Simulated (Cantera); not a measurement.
A perfectly stirred reactor is fed with C₂H₆ : N₂ = 1 : 5.8 (molar parts), at 10.00 Torr; it is held at 1275 K, and followed from long to short residence time.

Cantera simulation using GRI-Mech 3.0 (53 species, 325 reactions); the numbers are that mechanism's predictions, not measurements. GRI-Mech 3.0 stops at C3 and has no aromatics, soot or wall deposition, so with more carbon than oxygen in the feed, carbon stays in small species such as C2H2 where larger ones or solid carbon would form. Radical loss at walls, strong at low pressure, is not modelled.

| quantity | before | after |
|---|---|---|
| x(C₂H₆) at τ = 2.70 s | 0.00275 | 0.00543 |
| x(C₂H₂) at τ = 2.70 s | 0.0771 | 0.173 |
| x(CH₄) at τ = 2.70 s | 0.0392 | 0.0982 |
| x(H) at τ = 2.70 s | 2.74e-5 | 3.45e-5 |
| x(C₂H) at τ = 2.70 s | 4.90e-9 | 6.09e-9 |
| x(C₂H₆) at τ = 9.30 ms | 0.129 | 0.373 |
| x(C₂H₂) at τ = 9.30 ms | 0.000285 | 0.00185 |
| x(CH₄) at τ = 9.30 ms | 0.00336 | 0.0185 |
| x(H) at τ = 9.30 ms | 1.76e-5 | 2.83e-5 |
| x(C₂H) at τ = 9.30 ms | 1.49e-10 | 3.46e-10 |

Problem. Which change was made?
A) N2 5.8 to 3.7 parts
B) C2H6 1 to 5.3 parts
C) temperature 1275 to 1400 K
D) pressure from 10.00 Torr to 0.173 Torr

Solution. B, C2H6 1 to 5.3 parts
